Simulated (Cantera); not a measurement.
# Abatement and gas-phase synthesis: NH3 + H2O + O2

A closed system holds: 1 mol NH3, 0.058 mol H2O, 0.35 mol O2, held at 2273 K.

These are equilibrium values from Cantera (NASA tables, ideal gas, pure condensed phases), not measurements of a reactor. Candidate condensed phases: H2O; 24 gas species. The ideal-gas law is rough above about 30 bar. The numbers say what is thermodynamically allowed, not how fast it happens.

From 0.0750 Torr to 225000 Torr nothing is condensed.

```csv
P (Pa),log p H2,log p H,log p H2O,log p N2,log p O,log p OH,log p O2,log p NO
10,-4.70,-4.43,-4.85,-4.76,-5.28,-5.39,-5.81,-6.72
84,-3.60,-3.88,-3.61,-3.74,-5.14,-4.70,-5.53,-6.07
710,-2.60,-3.38,-2.61,-2.78,-5.13,-4.20,-5.52,-5.59
6000,-1.65,-2.90,-1.67,-1.84,-5.14,-3.73,-5.54,-5.13
50000,-0.72,-2.43,-0.74,-0.92,-5.15,-3.26,-5.54,-4.67
420000,0.21,-1.97,0.19,0.01,-5.15,-2.80,-5.55,-4.21
3600000,1.15,-1.50,1.12,0.94,-5.15,-2.34,-5.55,-3.74
30000000,2.07,-1.04,2.04,1.86,-5.15,-1.87,-5.55,-3.28
```
log p: log10 of the partial pressure in bar; nothing condenses.
